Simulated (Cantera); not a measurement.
A closed system holds: 1 mol c-C4F8, 3.3 mol H2, equilibrated at 3225 °C and 10.0 mbar.

These are equilibrium values from Cantera (NASA tables, ideal gas, pure condensed phases), not measurements of a reactor. Candidate condensed phases: C, C6H6, C7H8, C8H18; 95 gas species. The feed counts by its element totals alone. The numbers say what is thermodynamically allowed, not how fast it happens.

Base state: F 0.352, H 0.270, HF 0.205, C 0.0750, C3 0.0482, CF 0.0250, C2 0.0211, H2 0.00211 (mole fractions); condensed: gas only.

What changes in the equilibrium state with this change: c-C4F8 replaced by CF4?


```tsv
species	before	after
H	0.270	0.488
HF	0.205	0.219
F	0.352	0.209
C3	0.0482	0.0117
CF	0.0250	0.00924
C2	0.0211	0.00819
C	0.0750	0.0467
C5	0.000210	1.97e-5
C4	0.000143	2.15e-5
CF2	0.000231	5.06e-5
H2	0.00211	0.00689
```

What changes in the equilibrium state with this change: c-C4F8 replaced by C2F6?


| species | before | after |
|---|---|---|
| H | 0.270 | 0.358 |
| F | 0.352 | 0.295 |
| HF | 0.205 | 0.227 |
| C3 | 0.0482 | 0.0245 |
| C2 | 0.0211 | 0.0134 |
| CF | 0.0250 | 0.0167 |
| C | 0.0750 | 0.0599 |
| C5 | 0.000210 | 6.81e-5 |
| C4 | 0.000143 | 5.80e-5 |

What changes in the equilibrium state with this change: temperature from 3225 °C to 3050 °C?


| species | before | after |
|---|---|---|
| HF | 0.205 | 0.353 |
| F | 0.352 | 0.288 |
| H | 0.270 | 0.194 |
| C | 0.0750 | 0.0387 |
| C3 | 0.0482 | 0.0750 |
| C2 | 0.0211 | 0.0170 |
| CF | 0.0250 | 0.0289 |
| C5 | 0.000210 | 0.000755 |
| C2HF | 5.35e-6 | 1.58e-5 |
| C2H2 (acetylene) | 2.95e-5 | 8.22e-5 |
